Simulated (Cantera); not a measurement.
Input: 1 mol Si3H8, 0.034 mol HCl, 12 mol H2, at 1375 K and 285 Torr.

Cantera equilibrium calculation (NASA polynomials, part measured and part estimated; ideal gas, pure solids and liquids). Candidate condensed phases: Si; 19 gas species. The feed counts by its element totals alone. Rates play no part.

Base state: H2 0.998, HCl 0.00209, SiCl2 1.27e-5 (mole fractions); condensed: Si(s).

Problem. What changes in the equilibrium state with this change: Si3H8 replaced by SiH2Cl2?

Solution. 
```csv
species,before,after
H2,0.998,0.901
HCl,0.00209,0.0692
SiCl2,1.27e-5,0.0153
SiCl4,3.50e-9,0.00513
SiCl3,9.82e-8,0.00414
"Si(s), mol",3.00,0.592
```
The tables' values for SiCl3 are old estimates; treat these amounts as uncertain.
